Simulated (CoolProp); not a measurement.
Model: reference Helmholtz-energy equation of state, Setzmann 1991, in CoolProp.

Problem. For methane, give the phase and the Joule-Thomson coefficient (K/MPa), expansivity (1/kK), conductivity (mW/(m K)) at 79.65 °C and 4.83 MPa; 79.65 °C and 5.52 MPa.

Solution. 
- 79.65 °C and 4.83 MPa: supercritical; Joule-Thomson coefficient 2.74, expansivity 3.38, conductivity 45.2
- 79.65 °C and 5.52 MPa: supercritical; Joule-Thomson coefficient 2.70, expansivity 3.46, conductivity 45.7

Thermal conductivity comes from a separate model (Friend 1989).
